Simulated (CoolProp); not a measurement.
n-pentane along the isobar 1.81 MPa: fugacity coefficient from the reference equation and from simpler models built on Tc = 469.7 K, pc = 3.368 MPa, ω = 0.251; each cubic takes its own stable root.

Values from CoolProp's reference Helmholtz-energy equation of state, Thol 2019.

```
T (K)   phase  reference
-----  ------  ---------
336    liquid     0.1278
354.9  liquid     0.2035
373.8  liquid     0.3041
392.8  liquid     0.4313
411.7  liquid     0.5825
449.6     gas     0.7901
468.5     gas     0.8185
487.4     gas     0.8419
506.4     gas     0.8617
525.3     gas     0.8784
544.3     gas     0.8928
563.2     gas     0.9052
582.1     gas     0.9160
601.1     gas     0.9255
620       gas     0.9338
```

### Question
How far does each simpler model (Redlich-Kwong, Soave-Redlich-Kwong) lie from the reference over these 15 states: mean and median of the absolute difference, and the worst?

### Answer
- Redlich-Kwong: mean 10.8 %, median 1.0 %, worst +49.4 % at 336 K and 1.81 MPa
- Soave-Redlich-Kwong: mean 0.9 %, median 0.4 %, worst +2.6 % at 392.8 K and 1.81 MPa
